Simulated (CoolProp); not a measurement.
A closed Brayton cycle with dry air: compressor inlet 320.15 K and 0.19 MPa, high pressure 0.59 MPa, turbine inlet 820 K, compressor efficiency 0.8, turbine efficiency 0.9, recuperator effectiveness 0 (on enthalpy, no pinch check). Each further row changes one setting.

The numbers come from the reference Helmholtz-energy equation of state, Lemmon 2000 in CoolProp. It is a pseudo-pure fit of the blend.

```
case                           thermal efficiency (%)  net work (kJ/kg)  compressor to turbine work  compressor exit (K)  turbine exit (K)
-----------------------------  ----------------------  ----------------  --------------------------  -------------------  ----------------
as stated                                        14.6              54.0                        0.74                471.8             628.0
turbine inlet 770 K                              13.0              41.0                        0.79                471.8             588.1
compressor inlet 330.15 K                        13.8              49.2                        0.76                486.3             628.0
high pressure 0.501 MPa                          13.4              53.1                        0.71                447.0             652.7
recuperator effectiveness 0.5                    18.7              54.0                        0.74                471.8             628.0
```
